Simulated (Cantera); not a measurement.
A freely propagating, adiabatic, planar premixed flame of CH4 : CO : O2 : N2 : H2O = 1 : 0.043 : 2.66 : 7.45 : 0.43 (molar parts), equivalence ratio 0.76, unburnt at 450 K and 0.160 bar; unity-Lewis-number transport, grid criteria slope 0.08 and curve 0.16, no radiation.

Detailed kinetics in Cantera: GRI-Mech 3.0 (53 species, 325 reactions). Unity Lewis numbers drop preferential diffusion, which matters most where H2 and H carry the flame. Burning velocities carry a grid error of a few per cent, more on coarse grids.

x: mole fraction of selected species; z is measured from the peak of heat release.

| z (mm) | T (K) | u (m/s) | x CH4 | x CO | x O2 | x NO | x H2 | x N2O |
|---|---|---|---|---|---|---|---|---|
| -5.54 | 450 | 0.908 | 0.0863 | 0.00372 | 0.230 | <1e-8 | 2.16e-6 | <1e-8 |
| -3.70 | 452 | 0.912 | 0.0862 | 0.00377 | 0.229 | <1e-8 | ___ | <1e-8 |
| -2.77 | 458 | 0.924 | 0.0858 | 0.00398 | 0.229 | 1.22e-8 | 0.000143 | <1e-8 |
| -1.85 | 502 | 1.01 | 0.0830 | 0.00543 | 0.225 | 8.23e-8 | 0.000928 | <1e-8 |
| -0.924 | 830 | 1.69 | 0.0612 | 0.0169 | 0.192 | 7.07e-7 | 0.00712 | <1e-8 |
| -0.462 | 1214 | 2.50 | 0.0333 | 0.0316 | 0.149 | 1.56e-6 | 0.0148 | <1e-8 |
| 0 | 1593 | 3.34 | 0.00691 | 0.0443 | 0.100 | 2.83e-6 | 0.0182 | 1.62e-8 |
| 0.462 | 1723 | 3.62 | 0.000405 | 0.0399 | 0.0769 | 4.14e-6 | 0.0132 | 2.38e-8 |
| 0.924 | 1756 | 3.68 | 1.44e-5 | 0.0320 | 0.0705 | 5.09e-6 | 0.0121 | 2.79e-8 |
| 1.85 | 1799 | 3.76 | 2.34e-8 | 0.0239 | 0.0664 | 6.63e-6 | 0.0127 | 2.96e-8 |
| 3.70 | 1860 | 3.87 | <1e-8 | ___ | 0.0639 | ___ | 0.0120 | 3.13e-8 |
| 7.39 | 1937 | 4.01 | <1e-8 | 0.0170 | 0.0621 | 1.46e-5 | 0.0100 | 3.62e-8 |
| 14.8 | 2024 | 4.16 | <1e-8 | 0.0139 | 0.0602 | 2.57e-5 | 0.00747 | 4.55e-8 |

### Question
Fill in the missing entries.

### Answer

- -3.70, x H2: 3.13e-5
- 3.70, x CO: 0.0195
- 3.70, x NO: 9.40e-6
